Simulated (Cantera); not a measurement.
**Low-pressure radical oxidation in H2/O2**

A perfectly stirred reactor is fed with H2 : O2 = 0.4 : 1 (molar parts), at 0.00385 atm; it is held at 1150 K, and followed from long to short residence time.

Cantera simulation using GRI-Mech 3.0 (53 species, 325 reactions); the numbers are that mechanism's predictions, not measurements. Radical loss at walls, strong at low pressure, is not modelled. The temperature is held fixed by assumption; the heat of reaction is taken as removed at once.

```
τ (s)       x H2   x O2   x H2O   x H2O2     x H     x O    x HO2
-------  -------  -----  ------  -------  ------  ------  -------
0.42     0.00593  0.645   0.308  1.97e-7  0.0157  0.0195  3.89e-6
0.14      0.0105  0.626   0.281  1.66e-7  0.0387  0.0355  3.85e-6
0.047     0.0163  0.602   0.245  1.33e-7  0.0735  0.0538  3.52e-6
0.016     0.0239  0.588   0.213  1.21e-7   0.101  0.0633  3.20e-6
0.0054    0.0394  0.591   0.187  1.34e-7   0.111  0.0600  3.00e-6
0.0018    0.0777  0.610   0.152  1.57e-7   0.101  0.0465  2.73e-6
0.00061    0.165  0.654  0.0860  1.27e-7  0.0602  0.0250  2.11e-6
```
x: mole fraction; the columns are a selection and need not sum to one.
